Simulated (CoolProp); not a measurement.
Vapour-liquid equilibrium of ethylene (1) + ethane (2) at -111.55 °C; x and y are mole fractions of (1).

Values from CoolProp's multi-fluid Helmholtz-energy mixture model, Smukala 2000 and Bücker 2006; pair parameters Bell 2016.

Question: Give the bubble pressure and the first vapour's composition at x = 0.15, 0.35, 0.55. Is there an azeotrope?

Answer: x = 0.15: 0.03125 MPa, y = 0.338; x = 0.35: 0.03911 MPa, y = 0.583; x = 0.55: 0.04625 MPa, y = 0.747. No azeotrope shows between x = 0.05 and 0.95.

The pair parameters rest on a limited set of measurements; away from them the model extrapolates.
